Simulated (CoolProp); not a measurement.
The numbers come from the reference Helmholtz-energy equation of state, Akasaka 2023 in CoolProp.

Q: Give the vapour pressure (MPa), liquid density (kg/m³), vapour density (kg/m³), enthalpy of vaporisation (kJ/kg) of saturated R1224YDZ at 33.05, 55.05 °C.

A: 
| T (°C) | p (MPa) | liquid density (kg/m³) | vapour density (kg/m³) | enthalpy of vaporisation (kJ/kg) |
|---|---|---|---|---|
| 33.05 | 0.195 | 1340 | 12.3 | 160 |
| 55.05 | 0.383 | 1270 | 23.6 | 148 |
